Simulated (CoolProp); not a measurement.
Octamethylcyclotetrasiloxane (D4) along the isobar 3530 kPa: Z from the reference equation and from simpler models built on Tc = 586.5 K, pc = 1347 kPa, ω = 0.598; each cubic takes its own stable root.

Computed with CoolProp (reference Helmholtz-energy equation of state, Thol 2015).

```tsv
T (K)	phase	reference
322.9	liquid	0.4201
340.4	liquid	0.4071
357.9	liquid	0.3958
375.4	liquid	0.3859
393	liquid	0.3775
410.5	liquid	0.3703
428	liquid	0.3643
445.5	liquid	0.3596
463	liquid	0.3559
480.5	liquid	0.3535
498	liquid	0.3524
515.6	liquid	0.3527
533.1	liquid	0.3547
550.6	liquid	0.3587
```

How far does each simpler model (van der Waals, Soave-Redlich-Kwong, Peng-Robinson) lie from the reference over these 14 states: mean and median of the absolute difference, and the worst?


- van der Waals: mean 61.5 %, median 62.3 %, worst +71.2 % at 322.9 K and 3530 kPa
- Soave-Redlich-Kwong: mean 9.6 %, median 9.3 %, worst +12.0 % at 322.9 K and 3530 kPa
- Peng-Robinson: mean 2.5 %, median 2.9 %, worst -3.8 % at 463 K and 3530 kPa
